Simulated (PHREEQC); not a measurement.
# Buffer (model solution)

Consider water at 38 °C with 0.051 mol NaHSO4, 0.00036 mol NaF and 0.024 mol KCl per kg of water. Closed to the air; pH follows from the charge balance.

The numbers come from PHREEQC with the ion-association model, phreeqc.dat.

Each row changes one thing in this solution. Precipitation was switched off in this run.

```tsv
case	pH	ionic strength (mol/kgw)	HSO4- (mol/kgw)	K+ (mol/kgw)	SO4-2 (mol/kgw)	NaSO4- (mol/kgw)	SI of Sylvite (KCl)	SI of Halite (NaCl)
as made	1.69	0.118	0.0258	0.0226	0.0217	0.00200	-4.48	-4.74
0.095 mol/kgw ZnBr2 added	1.58	0.355	0.0165	0.0233	…	…	-4.60	-4.85
NaF left out	1.69	0.118	0.0260	0.0226	0.0216	0.00198	-4.48	-4.75
temperature from 38 to 85 °C	1.89	0.102	0.0346	0.0224	0.0133	0.00149	-4.68	-4.78
KCl from 0.024 to 0.048 mol/kgw	1.68	0.142	0.0250	…	0.0215	0.00186	-3.89	-4.46
```

Task: Some entries are withheld; supply them.

Result: 
- 0.095 mol/kgw ZnBr2 added, SO4-2 (mol/kgw): 0.0152
- 0.095 mol/kgw ZnBr2 added, NaSO4- (mol/kgw): 0.000963
- KCl from 0.024 to 0.048 mol/kgw, K+ (mol/kgw): 0.0454

Complexes and solids missing from the database can't appear. Constants without temperature data keep their 25 °C values here.
